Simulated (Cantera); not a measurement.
Input: 1 mol CO, 0.38 mol H2, 0.019 mol O2, equilibrated at 2048.15 K and 13.3 mbar.

Equilibrium computed with Cantera from the NASA thermochemical tables; the gas is ideal and each condensed phase is pure. Candidate condensed phases: C, C6H6, C7H8, C8H18, H2O; 110 gas species. Equilibrium is a limit: real reactors are often held back by kinetics, nucleation or transport.

Base state: CO 0.711, H2 0.252, H2O 0.0172, CO2 0.0102, H 0.00974, OH 7.23e-5 (mole fractions); condensed: gas only.

Q: What changes in the equilibrium state with this change: temperature from 2048.15 K to 1848 K?

A: 
```
species   before    after
-------  -------  -------
CO         0.711    0.713
H2         0.252    0.258
H2O       0.0172   0.0163
H        0.00974  0.00233
CO2       0.0102   0.0112
OH       7.23e-5  1.08e-5
```
